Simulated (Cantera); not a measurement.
**Adiabatic ignition**

An adiabatic, constant-volume homogeneous reactor starts with CH4 : O2 : N2 = 1 : 3.57 : 13.4 (molar parts), at 1773 K and 2000000 Pa.

Computed with Cantera and GRI-Mech 3.0 (53 species, 325 reactions). The pressure lies above the range GRI-Mech 3.0 was tuned for (to about 10 atm).

| t (s) | T (K) | P (bar) | x CH4 | x O2 | x O | x HO2 | x CH2 |
|---|---|---|---|---|---|---|---|
| 5.00e-6 | 1781 | 20.1 | 0.0531 | 0.197 | 5.54e-6 | 8.35e-5 | 1.02e-7 |
| 1.62e-5 | 2969 | 33.9 | <1e-12 | 0.0841 | 0.00509 | 4.82e-5 | <1e-12 |
| 5.27e-5 | 2951 | 33.7 | <1e-12 | 0.0794 | 0.00466 | 4.48e-5 | <1e-12 |
| 0.000171 | 2932 | 33.5 | <1e-12 | 0.0744 | 0.00422 | 4.11e-5 | <1e-12 |
| 0.000555 | 2928 | 33.4 | <1e-12 | 0.0734 | 0.00414 | 4.04e-5 | <1e-12 |
| 0.00180 | 2928 | 33.4 | <1e-12 | 0.0734 | 0.00414 | 4.04e-5 | <1e-12 |
| 0.00585 | 2928 | 33.4 | <1e-12 | 0.0734 | 0.00414 | 4.04e-5 | <1e-12 |
| 0.0190 | 2928 | 33.4 | <1e-12 | 0.0734 | 0.00414 | 4.04e-5 | <1e-12 |
| 0.0616 | 2928 | 33.4 | <1e-12 | 0.0734 | 0.00414 | 4.04e-5 | <1e-12 |
| 0.200 | 2928 | 33.4 | <1e-12 | 0.0734 | 0.00414 | 4.04e-5 | <1e-12 |
x: mole fraction; the columns are a selection and need not sum to one.

time of steepest temperature rise: 9.80 µs
temperature at 0.200 s: 2928 K
equilibrium temperature: 2928 K
x(CH4) at 0.200 s: <1e-12 (gas-phase equilibrium <1e-12)
x(O2) at 0.200 s: 0.0734 (gas-phase equilibrium 0.0734)
x(O) at 0.200 s: 0.00414 (gas-phase equilibrium 0.00414)
